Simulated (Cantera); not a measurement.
# Ignition delay

Mixture: 8.87 % CH4, 13.7 % O2, 46.4 % N2, 31.1 % CO2, equivalence ratio 1.3, at 1.60 bar, adiabatic and at constant pressure. Ignition delay is the time to a rise of 400 K.

Model: GRI-Mech 3.0 (53 species, 325 reactions), integrated in Cantera.

```tsv
T0 (K)	delay (ms)
1223	42.0
1323	11.8
1423	3.62
1523	1.21
1623	0.451
1723	0.194
1823	0.0953
1923	0.0524
```

```
Item                                                    Result
--------------------------------------------------  ----------
apparent activation energy between 1723 and 1923 K  180 kJ/mol
```
